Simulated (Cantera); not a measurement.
Input: 1 mol AlCl3, 4.4 mol HCl, 14 mol N2, 2 mol N2O, at 19.0 Pa.

These are equilibrium values from Cantera (NASA tables, ideal gas, pure condensed phases), not measurements of a reactor. Candidate condensed phases: Al, AlCl3, AlN, Al2O3, H2O, NH4Cl; 45 gas species. Condensed phases not in the tables: AlOCl. Kinetics and transport are ignored.

log p: log10 of the partial pressure in bar; n: condensed amount in mol.

| T (K) | log p N2 | log p HCl | log p Cl | log p Cl2 | log p O2 | log p H2O | n Al2O3(s) |
|---|---|---|---|---|---|---|---|
| 975 | -3.86 | -4.43 | -6.03 | -4.91 | -5.68 | -7.18 | 0.500 |
| 1075 | -3.87 | -4.43 | -5.44 | -4.96 | -5.68 | -7.42 | 0.500 |
| 1175 | -3.87 | -4.44 | -5.00 | -5.12 | -5.68 | -7.52 | 0.500 |
| 1275 | -3.88 | -4.45 | … | … | -5.70 | … | 0.500 |
| 1375 | -3.89 | -4.45 | -4.65 | -6.03 | -5.71 | -7.04 | 0.500 |
| 1475 | -3.89 | -4.46 | -4.62 | -6.62 | -5.73 | -6.63 | 0.500 |
| 1575 | -3.89 | -4.47 | -4.60 | … | -5.77 | … | 0.500 |
| 1675 | -3.89 | -4.48 | -4.58 | -7.62 | -5.85 | -5.99 | 0.500 |
| 1775 | -3.89 | -4.50 | -4.56 | -8.02 | -5.98 | -5.80 | 0.500 |
| 1875 | -3.90 | -4.53 | -4.54 | -8.37 | -6.16 | -5.69 | 0.499 |

Task: Fill in the missing entries.

Result: 
- 1575, log p Cl2: -7.15
- 1575, log p H2O: -6.27
- 1275, log p Cl: -4.75
- 1275, log p Cl2: -5.48
- 1275, log p H2O: -7.40
